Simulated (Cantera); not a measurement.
# Thermodynamics of silicon etching in halogen gases, feed Si + HBr + H₂

Feed: 1 mol Si, a varied amount of HBr, 1.5 mol H₂, held at 68.0 mbar.

These are equilibrium values from Cantera (NASA tables, ideal gas, pure condensed phases), not measurements of a reactor. Candidate condensed phases: Br₂, Si; 19 gas species. The tables' values for SiBr₃ are old estimates. Kinetics and transport are ignored.

Stable condensed phases:

```
T in °C \ n(HBr) in mol
         1.2 1.9 2.6 3.3 4.1 4.8 5.5 6.2 6.9
   1425    A   A   A   B   B   B   B   B   B
   1325    A   A   A   B   B   B   B   B   B
   1225    A   A   A   B   B   B   B   B   B
   1125    A   A   A   A   B   B   B   B   B
   1025    A   A   A   A   B   B   B   B   B
    925    A   A   A   A   A   B   B   B   B
    825    A   A   A   A   A   B   B   B   B
    725    A   A   A   A   A   B   B   B   B
    625    A   A   A   A   B   B   B   B   B
    525    A   A   A   A   B   B   B   B   B
    425    A   A   A   A   B   B   B   B   B
    325    A   A   A   A   B   B   B   B   B
```

A: Si; B: gas only.
